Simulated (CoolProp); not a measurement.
C2F6 (R116) at 327.84 K and 7.26 MPa is throttled through a valve to 1.13 MPa with no heat exchange. Each further row changes one setting.

Model: reference Helmholtz-energy equation of state, Lemmon 2006, in CoolProp. It is a short technical equation, of lower accuracy than the large ones.

| case | temperature change (K) | final density (kg/m³) |
|---|---|---|
| as stated | -62.6 | 89.5 |
| outlet pressure 0.339 MPa | -74.2 | 23.7 |
| outlet pressure 1.47 MPa | -57.2 | 124 |
